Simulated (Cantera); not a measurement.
## Stirred combustor or abatement burner

A perfectly stirred reactor is fed with CH₄ : H₂ : O₂ : N₂ = 1 : 0.17 : 1.9 : 11.8 (molar parts), equivalence ratio 1.1, at 15.0 bar; it is adiabatic with a 550 K inlet, and is followed from long to short residence time, starting on the burning branch (τ in s: 0.3, 0.13, 0.058, 0.026, 0.011, 0.005, 0.0022, 0.00098, 0.00043, 0.00019, 8.5e-05).

Detailed kinetics in Cantera: GRI-Mech 3.0 (53 species, 325 reactions). The pressure lies above the range GRI-Mech 3.0 was tuned for (to about 10 atm).

```json
[
 {"τ (s)": "0.30", "T (K)": "1926", "x CH₄": "6.78e-5", "x H₂": "0.00928", "x O₂": "5.36e-5", "x OH": "4.52e-5", "x C₂H₂": "2.16e-6", "x HCN": "1.17e-6"},
 {"τ (s)": "0.13", "T (K)": "1925", "x CH₄": "0.000121", "x H₂": "0.00920", "x O₂": "0.000110", "x OH": "5.09e-5", "x C₂H₂": "6.89e-6", "x HCN": "2.38e-6"},
 {"τ (s)": "0.058", "T (K)": "1924", "x CH₄": "0.000200", "x H₂": "0.00907", "x O₂": "0.000218", "x OH": "5.82e-5", "x C₂H₂": "1.83e-5", "x HCN": "4.20e-6"},
 {"τ (s)": "0.026", "T (K)": "1922", "x CH₄": "0.000306", "x H₂": "0.00891", "x O₂": "0.000415", "x OH": "6.87e-5", "x C₂H₂": "3.95e-5", "x HCN": "6.42e-6"},
 {"τ (s)": "0.011", "T (K)": "1918", "x CH₄": "0.000437", "x H₂": "0.00874", "x O₂": "0.000789", "x OH": "8.59e-5", "x C₂H₂": "7.15e-5", "x HCN": "8.76e-6"},
 {"τ (s)": "0.0050", "T (K)": "1910", "x CH₄": "0.000576", "x H₂": "0.00865", "x O₂": "0.00137", "x OH": "0.000108", "x C₂H₂": "0.000105", "x HCN": "1.04e-5"},
 {"τ (s)": "0.0022", "T (K)": "1897", "x CH₄": "0.000774", "x H₂": "0.00864", "x O₂": "0.00241", "x OH": "0.000135", "x C₂H₂": "0.000142", "x HCN": "1.11e-5"},
 {"τ (s)": "0.00098", "T (K)": "1872", "x CH₄": "0.00114", "x H₂": "0.00875", "x O₂": "0.00439", "x OH": "0.000157", "x C₂H₂": "0.000188", "x HCN": "9.47e-6"},
 {"τ (s)": "0.00043", "T (K)": "1804", "x CH₄": "0.00225", "x H₂": "0.00923", "x O₂": "0.00987", "x OH": "0.000134", "x C₂H₂": "0.000262", "x HCN": "3.74e-6"},
 {"τ (s)": "0.00019", "T (K)": "550", "x CH₄": "0.0672", "x H₂": "0.0114", "x O₂": "0.128", "x OH": "<1e-12", "x C₂H₂": "<1e-12", "x HCN": "<1e-12"},
 {"τ (s)": "8.5e-5", "T (K)": "550", "x CH₄": "0.0672", "x H₂": "0.0114", "x O₂": "0.128", "x OH": "<1e-12", "x C₂H₂": "<1e-12", "x HCN": "<1e-12"}
]
```
x: mole fraction; the columns are a selection and need not sum to one.
